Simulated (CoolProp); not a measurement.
A closed Brayton cycle with dry air: compressor inlet 305.15 K and 1.3 MPa, high pressure 3.65 MPa, turbine inlet 945 K, compressor efficiency 0.85, turbine efficiency 0.9, recuperator effectiveness 0.95 (on enthalpy, no pinch check). Each further row changes one setting.

Model: reference Helmholtz-energy equation of state, Lemmon 2000, in CoolProp. It is a pseudo-pure fit of the blend.

```
case                           thermal efficiency (%)  net work (kJ/kg)  compressor to turbine work  compressor exit (K)  turbine exit (K)
-----------------------------  ----------------------  ----------------  --------------------------  -------------------  ----------------
as stated                                        40.9              98.9                        0.56                428.4             745.3
turbine inlet 895 K                        (withheld)              86.9                  (withheld)                428.4             704.3
compressor inlet 315.15 K                  (withheld)        (withheld)                  (withheld)                442.2             745.3
high pressure 3.1 MPa                            42.1              89.6                        0.53                406.5             773.9
recuperator effectiveness 0.5                    25.2              98.9                        0.56                428.4             745.3
```

Task: What belongs in the gaps?

Result: 
- turbine inlet 895 K, thermal efficiency (%): 38.2
- turbine inlet 895 K, compressor to turbine work: 0.59
- compressor inlet 315.15 K, thermal efficiency (%): 39.3
- compressor inlet 315.15 K, net work (kJ/kg): 94.7
- compressor inlet 315.15 K, compressor to turbine work: 0.58
